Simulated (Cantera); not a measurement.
Cantera run:

```python
import numpy as np
import cantera as ct

gas_names = [...]  # 118 gases of nasa_gas.yaml made of C, Cl, F, H
cond_names = """
    C(gr) C6H6(L) C7H8(L) C8H18(L),n-octa
""".split()


# ... load() reads the species with a 1 bar reference pressure and builds the phases ...
atoms = {
    'CCl4': {'C': 1, 'CL': 4},
    'F2': {'F': 2},
    'H2': {'H': 2},
}
top_T = {'C(gr)': 4500}  # K; cautious upper limits of use, not melting points


# ... equilibrate(T, P, feed) seeds the gas with the atoms and calls Mixture.equilibrate('TP', solver="vcs", rtol=1e-11, max_steps=5000) ...
results = []
feed = {'CCl4': 1, 'F2': 0.059, 'H2': 13}  # mol
T = 3373  # K
for P in [1, 3.6, 13, 46, 170, 600, 2200, 7700, 28000, 100000]:
    mix = equilibrate(T, P, feed)
    results.append((T, P, feed, dict(zip(mix.species_names, mix.species_moles))))
    x = sorted(zip(gas.X, gas.species_names), reverse=True)
    print(f"T = {T:g} K  P = {P:g} Pa  gas = {mix.phase_moles(0):.4g} mol")
    print("   x: " + "  ".join(f"{s} {v:.3e}" for v, s in x if v > 0.001))
    print("   condensed (mol): " + ("  ".join(f"{mix.phase(i).name} {mix.phase_moles(i):.4g}"
          for i in range(1, mix.n_phases) if mix.phase_moles(i) > 1e-12) or "none"))
```

Result:

```
T = 3373 K  P = 1 Pa  gas = 31.12 mol
   x: H 8.355e-01  CL 1.285e-01  C 3.212e-02  F 3.777e-03
   condensed (mol): none
T = 3373 K  P = 3.6 Pa  gas = 31.11 mol
   x: H 8.354e-01  CL 1.285e-01  C 3.208e-02  F 3.740e-03
   condensed (mol): none
T = 3373 K  P = 13 Pa  gas = 31.09 mol
   x: H 8.350e-01  CL 1.285e-01  C 3.193e-02  F 3.612e-03
   condensed (mol): none
T = 3373 K  P = 46 Pa  gas = 31.02 mol
   x: H 8.338e-01  CL 1.286e-01  C 3.134e-02  F 3.225e-03  H2 1.666e-03
   condensed (mol): none
T = 3373 K  P = 170 Pa  gas = 30.77 mol
   x: H 8.297e-01  CL 1.286e-01  C 2.872e-02  H2 6.096e-03  F 2.311e-03  HF 1.502e-03  HCL 1.416e-03  C2 1.149e-03
   condensed (mol): none
T = 3373 K  P = 600 Pa  gas = 30.03 mol
   x: H 8.159e-01  CL 1.283e-01  C 2.126e-02  H2 2.081e-02  HCL 4.902e-03  HF 2.702e-03  C2 2.222e-03  C3 2.186e-03  F 1.197e-03
   condensed (mol): none
T = 3373 K  P = 2200 Pa  gas = 28.18 mol
   x: H 7.655e-01  CL 1.255e-01  H2 6.716e-02  HCL 1.650e-02  C 1.164e-02  C3 4.828e-03  HF 3.689e-03  C2 2.443e-03  C2H 1.596e-03
   condensed (mol): none
T = 3373 K  P = 7700 Pa  gas = 24.93 mol
   x: H 6.471e-01  H2 1.680e-01  CL 1.155e-01  HCL 4.491e-02  C3 5.682e-03  C 5.332e-03  HF 4.520e-03  C2H 3.467e-03  C2H2,acetylene 3.272e-03  C2 1.794e-03
   condensed (mol): none
T = 3373 K  P = 28000 Pa  gas = 21.17 mol
   x: H 4.661e-01  H2 3.169e-01  HCL 9.528e-02  CL 9.350e-02  C2H2,acetylene 1.099e-02  HF 5.472e-03  C2H 4.445e-03  C3 3.710e-03  C 1.956e-03
   condensed (mol): none
T = 3373 K  P = 100000 Pa  gas = 18.47 mol
   x: H2 4.553e-01  H 2.956e-01  HCL 1.509e-01  CL 6.539e-02  C2H2,acetylene 1.955e-02  HF 6.336e-03  C2H 3.492e-03  C3 1.432e-03
   condensed (mol): none
```

Equilibrium computed with Cantera from the NASA thermochemical tables; the gas is ideal and each condensed phase is pure. The tables' values for CCl are old estimates; treat these amounts as uncertain.
